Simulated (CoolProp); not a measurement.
Vapour-liquid equilibrium of n-pentane (1) + benzene (2) at 0.62 MPa; x and y are mole fractions of (1).

The numbers come from the multi-fluid Helmholtz-energy mixture model, Thol 2019 and Thol 2012; pair parameters Bell 2016 in CoolProp.

| x | bubble temperature, mixture model (K) | bubble temperature, Raoult's law (K) | y, mixture model | y, Raoult's law |
|---|---|---|---|---|
| 0.05 | 420.2 | 422.1 | 0.145 | 0.126 |
| 0.125 | 412.7 | 416.4 | 0.310 | 0.285 |
| 0.2 | 406.6 | 411.2 | 0.432 | 0.415 |
| 0.275 | 401.6 | 406.5 | 0.526 | 0.522 |
| 0.35 | 397.4 | 402.2 | 0.602 | 0.612 |
| 0.425 | 393.9 | 398.1 | 0.665 | 0.687 |
| 0.5 | 390.7 | 394.4 | 0.719 | 0.751 |
| 0.575 | 387.9 | 391.0 | 0.768 | 0.805 |
| 0.65 | 385.3 | 387.7 | 0.812 | 0.852 |
| 0.725 | 382.9 | 384.7 | 0.854 | 0.892 |
| 0.8 | 380.6 | 381.9 | 0.895 | 0.927 |
| 0.875 | 378.5 | 379.2 | 0.934 | 0.957 |
| 0.95 | 376.5 | 376.7 | 0.974 | 0.984 |

The largest gap from Raoult's law is -4.9 K in bubble temperature, at x = 0.275. No azeotrope shows between x = 0.05 and 0.95.

Pair parameters are fitted to limited data, so mixtures are less certain than the pure fluids.
